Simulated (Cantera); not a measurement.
What does this Cantera script print?

```python
import numpy as np
import cantera as ct

gas_names = """
    C CH CH2 CH3 CH2OH CH3O CH4 CH3OH CN CO CO2 COOH C2 C2H CHCO,ketyl C2H2,acetylene C2H2,vinylidene
    CH2CO,ketene C2H3,vinyl CH3CN CH3CO,acetyl C2H4 C2H4O,ethylen CH3CHO,ethanal CH3COOH (HCOOH)2 C2H5
    C2H6 CH3OCH3 C2H5OH CCN CNC C2N2 C2O C3 C3H3,propargyl C3H4,allene C3H4,propyne C3H4,cyclo-
    C3H5,allyl C3H6,propylene C3H6,cyclo- C3H6O C3H7,n-propyl C3H7,i-propyl C3H8 C3H8O,1propanol
    C3H8O,2propanol C3O2 C4 C4H2 C4H4,1,3-cyclo- C4H6,butadiene C4H6,2-butyne C4H6,cyclo- C4H8,1-butene
    C4H8,cis2-buten C4H8,tr2-butene C4H8,isobutene C4H8,cyclo- (CH3COOH)2 C4H9,n-butyl C4H9,i-butyl
    C4H9,s-butyl C4H9,t-butyl C4H10,isobutane C4H10,n-butane C4N2 C5 C5H6,1,3cyclo- C5H8,cyclo-
    C5H10,1-pentene C5H10,cyclo- C5H11,pentyl C5H11,t-pentyl C5H12,n-pentane C5H12,i-pentane
    CH3C(CH3)2CH3 C6H2 C6H5,phenyl C6H5O,phenoxy C6H6 C6H5OH,phenol C6H10,cyclo- C6H12,1-hexene
    C6H12,cyclo- C6H13,n-hexyl C7H7,benzyl C7H8 C7H8O,cresol C7H14,1-heptene C7H15,n-heptyl
    C7H16,n-heptane C8H8,styrene C8H10,ethylbenz C8H16,1-octene C8H17,n-octyl C8H18,isooctane
    C8H18,n-octane C9H19,n-nonyl C10H8,naphthale C10H21,n-decyl C12H9,o-bipheny C12H10,bipheny H HCN HCO
    HCCN HNC HNCO HNO HNO2 HNO3 HO2 H2 HCHO,formaldehy HCOOH H2O H2O2 N NCO NH NH2 NH3 NH2OH NO NO2 NO3
    N2 N2H2 N2H4 N2O O OH O2 O3
""".split()
cond_names = """
    C(gr) C6H6(L) C7H8(L) C8H18(L),n-octa H2O(s) H2O(L)
""".split()


def load(file, names, dense=False):
    # The tables refer to 1 bar. Condensed volumes are neglected.
    table = {s.name: s for s in ct.Species.list_from_file(file)}
    out = []
    for n in names:
        d = dict(table[n].input_data)
        d["thermo"] = dict(d["thermo"], **{"reference-pressure": 1e5})
        if dense:
            d["equation-of-state"] = {"model": "constant-volume", "density": "1e6 g/cm^3"}
        out.append(ct.Species.from_dict(d))
    return out


gas = ct.Solution(thermo="ideal-gas", species=load("nasa_gas.yaml", gas_names))
cond = {s.name: ct.Solution(thermo="fixed-stoichiometry", species=[s], name=s.name)
        for s in load("nasa_condensed.yaml", cond_names, dense=True)}
atoms = {
    'C2H5OH': {'C': 2, 'H': 6, 'O': 1},
    'CO2': {'C': 1, 'O': 2},
    'N2': {'N': 2},
}
top_T = {'C(gr)': 4500}  # K; cautious upper limits of use, not melting points


def equilibrate(T, P, feed):
    n = {}
    for name, mol in feed.items():
        for a, k in atoms[name].items():
            n[a] = n.get(a, 0.0) + k * mol
    gas.TPX = T, P, n
    mass = sum(n.values()) * gas.mean_molecular_weight
    gas.equilibrate("TP")
    valid = [c for c in cond.values() if c.min_temp <= T <= top_T.get(c.name, c.max_temp)]
    mix = ct.Mixture([(gas, mass / gas.mean_molecular_weight)] + [(c, 0.0) for c in valid])
    mix.T, mix.P = T, P
    mix.equilibrate("TP", solver="vcs", rtol=1e-11, max_steps=5000)
    return mix


results = []
feed = {'C2H5OH': 1, 'CO2': 1.5, 'N2': 1.1}  # mol
T = 898.15  # K
P = 17  # Pa
mix = equilibrate(T, P, feed)
results.append((T, P, feed, dict(zip(mix.species_names, mix.species_moles))))
x = sorted(zip(gas.X, gas.species_names), reverse=True)
print(f"T = {T:g} K  P = {P:g} Pa  gas = {mix.phase_moles(0):.4g} mol")
print("   x: " + "  ".join(f"{s} {v:.3e}" for v, s in x if v > 0.001))
print("   condensed (mol): " + ("  ".join(f"{mix.phase(i).name} {mix.phase_moles(i):.4g}"
      for i in range(1, mix.n_phases) if mix.phase_moles(i) > 1e-12) or "none"))
```

Output:

```
T = 898.15 K  P = 17 Pa  gas = 7.6 mol
   x: CO 4.133e-01  H2 3.762e-01  N2 1.447e-01  CO2 4.727e-02  H2O 1.852e-02
   condensed (mol): none
```

Cantera equilibrium calculation (NASA polynomials, part measured and part estimated; ideal gas, pure solids and liquids).
